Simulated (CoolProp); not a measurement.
A Linde-Hampson liquefier for dry air: isothermal reversible compression at 230 K from 1 atm to 15 MPa, throttling to 1 atm, return gas leaving the recuperator 10 K below the feed. Each further row changes one setting.

Computed with CoolProp (reference Helmholtz-energy equation of state, Lemmon 2000). It is a pseudo-pure fit of the blend.

```json
[
 {"case": "as stated", "liquid yield per pass": "0.119", "compression work (kJ/kg of gas)": "320"},
 {"case": "high pressure 30 MPa", "liquid yield per pass": "0.180", "compression work (kJ/kg of gas)": "363"},
 {"case": "warm-end temperature 260 K", "liquid yield per pass": "0.077", "compression work (kJ/kg of gas)": "367"},
 {"case": "warm-end gap 15 K", "liquid yield per pass": "0.106", "compression work (kJ/kg of gas)": "320"}
]
```
